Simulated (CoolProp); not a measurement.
Properties of m-xylene along the isotherm 464.9 K (Tc = 616.9 K, pc = 3.535 MPa, ω = 0.326).

The numbers come from the reference Helmholtz-energy equation of state, Zhou 2012 in CoolProp.

```json
[
 {"p (MPa)": "0.00559", "phase": "gas", "cv (kJ/(kg K))": "1.719", "expansivity (1/kK)": "2.162", "viscosity (µPa s)": "9.99", "fugacity coefficient": "0.9985"},
 {"p (MPa)": "0.0115", "phase": "gas", "cv (kJ/(kg K))": "1.720", "expansivity (1/kK)": "2.174", "viscosity (µPa s)": "9.99", "fugacity coefficient": "0.9970"},
 {"p (MPa)": "0.0236", "phase": "gas", "cv (kJ/(kg K))": "1.721", "expansivity (1/kK)": "2.199", "viscosity (µPa s)": "9.99", "fugacity coefficient": "0.9937"},
 {"p (MPa)": "0.0484", "phase": "gas", "cv (kJ/(kg K))": "1.724", "expansivity (1/kK)": "2.251", "viscosity (µPa s)": "9.99", "fugacity coefficient": "0.9872"},
 {"p (MPa)": "0.0994", "phase": "gas", "cv (kJ/(kg K))": "1.729", "expansivity (1/kK)": "2.367", "viscosity (µPa s)": "10.00", "fugacity coefficient": "0.9737"},
 {"p (MPa)": "0.204", "phase": "gas", "cv (kJ/(kg K))": "1.742", "expansivity (1/kK)": "2.643", "viscosity (µPa s)": "10.0", "fugacity coefficient": "0.9460"},
 {"p (MPa)": "0.419", "phase": "liquid", "cv (kJ/(kg K))": "1.843", "expansivity (1/kK)": "1.652", "viscosity (µPa s)": "154", "fugacity coefficient": "(withheld)"},
 {"p (MPa)": "0.861", "phase": "liquid", "cv (kJ/(kg K))": "1.843", "expansivity (1/kK)": "1.633", "viscosity (µPa s)": "155", "fugacity coefficient": "(withheld)"},
 {"p (MPa)": "1.77", "phase": "liquid", "cv (kJ/(kg K))": "(withheld)", "expansivity (1/kK)": "1.596", "viscosity (µPa s)": "157", "fugacity coefficient": "0.1882"}
]
```

**Question.** Fill in the missing entries.

**Answer.** 
- 0.419, fugacity coefficient: 0.7542
- 0.861, fugacity coefficient: 0.3735
- 1.77, cv (kJ/(kg K)): 1.842

Viscosity comes from a separate model (Cao 2016).
